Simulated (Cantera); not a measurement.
**Dilute partial oxidation**

A perfectly stirred reactor is fed with CH2O : O2 : N2 = 0.0061 : 0.0029 : 1 (molar parts), at 2.00 bar; it is held at 1498 K, and followed from long to short residence time.

Model: GRI-Mech 3.0 (53 species, 325 reactions), integrated in Cantera.

```csv
τ (s),x CH2O,x O2,x H2,x CO2,x CH3,x C2H2,x CH2CO
0.88,1.73e-7,3.24e-6,0.00242,0.00216,1.70e-10,<1e-12,1.93e-12
0.49,2.35e-7,4.44e-6,0.00240,0.00216,2.48e-10,<1e-12,2.52e-12
0.28,3.15e-7,6.05e-6,0.00238,0.00215,3.55e-10,<1e-12,3.16e-12
0.15,4.40e-7,8.62e-6,0.00236,0.00215,5.30e-10,<1e-12,3.98e-12
0.087,5.93e-7,1.19e-5,0.00233,0.00214,7.55e-10,<1e-12,4.81e-12
0.049,8.18e-7,1.68e-5,0.00229,0.00213,1.10e-9,<1e-12,5.88e-12
0.027,1.16e-6,2.46e-5,0.00223,0.00211,1.63e-9,<1e-12,7.37e-12
0.015,1.65e-6,3.66e-5,0.00217,0.00207,2.37e-9,<1e-12,9.55e-12
0.0085,2.37e-6,5.47e-5,0.00211,0.00203,3.35e-9,1.08e-12,1.29e-11
0.0048,3.50e-6,8.37e-5,0.00203,0.00195,4.67e-9,1.27e-12,1.89e-11
0.0027,5.33e-6,0.000131,0.00196,0.00183,6.41e-9,1.43e-12,3.05e-11
```
x: mole fraction; the columns are a selection and need not sum to one.
